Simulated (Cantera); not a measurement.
Input (Python, Cantera) and output of one run.

```python
import numpy as np
import cantera as ct

gas_names = """
    H HNO HNO2 HNO3 HO2 H2 H2O H2O2 N NH NH2 NH3 NH2OH NO NO2 NO3 N2 N2H2 N2H4 N2O O OH O2 O3 Zr ZrN ZrO
    ZrO2
""".split()
cond_names = """
    H2O(s) H2O(L) Zr(a) Zr(b) Zr(L) ZrN(s) ZrN(L) ZrO2(a) ZrO2(b) ZrO2(L)
""".split()


def load(file, names, dense=False):
    # The tables refer to 1 bar. Condensed volumes are neglected.
    table = {s.name: s for s in ct.Species.list_from_file(file)}
    out = []
    for n in names:
        d = dict(table[n].input_data)
        d["thermo"] = dict(d["thermo"], **{"reference-pressure": 1e5})
        if dense:
            d["equation-of-state"] = {"model": "constant-volume", "density": "1e6 g/cm^3"}
        out.append(ct.Species.from_dict(d))
    return out


gas = ct.Solution(thermo="ideal-gas", species=load("nasa_gas.yaml", gas_names))
cond = {s.name: ct.Solution(thermo="fixed-stoichiometry", species=[s], name=s.name)
        for s in load("nasa_condensed.yaml", cond_names, dense=True)}
atoms = {
    'Zr': {'Zr': 1},
    'H2O': {'H': 2, 'O': 1},
    'H2': {'H': 2},
    'N2O': {'N': 2, 'O': 1},
}
top_T = {}  # K; cautious upper limits of use, not melting points


def equilibrate(T, P, feed):
    n = {}
    for name, mol in feed.items():
        for a, k in atoms[name].items():
            n[a] = n.get(a, 0.0) + k * mol
    gas.TPX = T, P, n
    mass = sum(n.values()) * gas.mean_molecular_weight
    gas.equilibrate("TP")
    valid = [c for c in cond.values() if c.min_temp <= T <= top_T.get(c.name, c.max_temp)]
    mix = ct.Mixture([(gas, mass / gas.mean_molecular_weight)] + [(c, 0.0) for c in valid])
    mix.T, mix.P = T, P
    mix.equilibrate("TP", solver="vcs", rtol=1e-11, max_steps=5000)
    return mix


results = []
feed = {'Zr': 1, 'H2O': 0.75, 'H2': 490, 'N2O': 0.98}  # mol
P = 0.71  # Pa
for T in [2150, 2175, 2200, 2225, 2250, 2275, 2300, 2325, 2350]:
    mix = equilibrate(T, P, feed)
    results.append((T, P, feed, dict(zip(mix.species_names, mix.species_moles))))
    x = sorted(zip(gas.X, gas.species_names), reverse=True)
    print(f"T = {T:g} K  P = {P:g} Pa  gas = {mix.phase_moles(0):.4g} mol")
    print("   x: " + "  ".join(f"{s} {v:.3e}" for v, s in x if v > 1e-05))
    print("   condensed (mol): " + ("  ".join(f"{mix.phase(i).name} {mix.phase_moles(i):.4g}"
          for i in range(1, mix.n_phases) if mix.phase_moles(i) > 1e-12) or "none"))
```

Result:

```
T = 2150 K  P = 0.71 Pa  gas = 797.1 mol
   x: H 7.644e-01  H2 2.333e-01  N2 1.229e-03  ZrO 6.379e-04  H2O 1.247e-04  O 1.219e-04  ZrO2 1.199e-04  OH 5.277e-05
   condensed (mol): ZrO2(b) 0.3958
T = 2175 K  P = 0.71 Pa  gas = 824.4 mol
   x: H 8.045e-01  H2 1.928e-01  N2 1.189e-03  ZrO 7.976e-04  O 2.408e-04  ZrO2 1.969e-04  H2O 1.470e-04  OH 8.235e-05
   condensed (mol): ZrO2(b) 0.1799
T = 2200 K  P = 0.71 Pa  gas = 849.7 mol
   x: H 8.394e-01  H2 1.577e-01  N2 1.153e-03  ZrO 9.341e-04  O 3.774e-04  ZrO2 2.426e-04  H2O 1.370e-04  OH 1.017e-04
   condensed (mol): none
T = 2225 K  P = 0.71 Pa  gas = 872.3 mol
   x: H 8.692e-01  H2 1.279e-01  N2 1.123e-03  ZrO 9.484e-04  O 4.475e-04  ZrO2 1.977e-04  H2O 9.642e-05  OH 9.495e-05
   condensed (mol): none
T = 2250 K  P = 0.71 Pa  gas = 892.1 mol
   x: H 8.942e-01  H2 1.029e-01  N2 1.098e-03  ZrO 9.638e-04  O 5.108e-04  ZrO2 1.567e-04  OH 8.527e-05  H2O 6.533e-05
   condensed (mol): none
T = 2275 K  P = 0.71 Pa  gas = 909 mol
   x: H 9.147e-01  H2 8.242e-02  N2 1.078e-03  ZrO 9.782e-04  O 5.649e-04  ZrO2 1.211e-04  OH 7.419e-05  H2O 4.294e-05
   condensed (mol): none
T = 2300 K  P = 0.71 Pa  gas = 923.3 mol
   x: H 9.314e-01  H2 6.576e-02  N2 1.061e-03  ZrO 9.903e-04  O 6.088e-04  ZrO2 9.175e-05  OH 6.297e-05  H2O 2.759e-05
   condensed (mol): none
T = 2325 K  P = 0.71 Pa  gas = 935.1 mol
   x: H 9.448e-01  H2 5.237e-02  N2 1.048e-03  ZrO 9.994e-04  O 6.433e-04  ZrO2 6.847e-05  OH 5.249e-05  H2O 1.745e-05
   condensed (mol): none
T = 2350 K  P = 0.71 Pa  gas = 944.7 mol
   x: H 9.555e-01  H2 4.167e-02  N2 1.037e-03  ZrO 1.006e-03  O 6.698e-04  ZrO2 5.058e-05  OH 4.322e-05  H2O 1.093e-05
   condensed (mol): none
```

These are equilibrium values from Cantera (NASA tables, ideal gas, pure condensed phases), not measurements of a reactor.
